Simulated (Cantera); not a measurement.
**Ignition delay**

Mixture: CH₄ : H₂ : O₂ : N₂ : H₂O = 1 : 0.33 : 1.14 : 4.28 : 1.8 (molar parts), equivalence ratio 1.9, at 1.10 bar, adiabatic and at constant pressure. Ignition delay is the time to a rise of 400 K.

Cantera simulation using GRI-Mech 3.0 (53 species, 325 reactions); the numbers are that mechanism's predictions, not measurements.

| T0 (K) | delay (ms) |
|---|---|
| 1275 | 4.91 |
| 1350 | 2.60 |
| 1425 | 1.37 |
| 1500 | 0.728 |
| 1575 | 0.400 |
| 1650 | 0.229 |

```yaml
apparent activation energy between 1500 and 1650 K: 160 kJ/mol
```
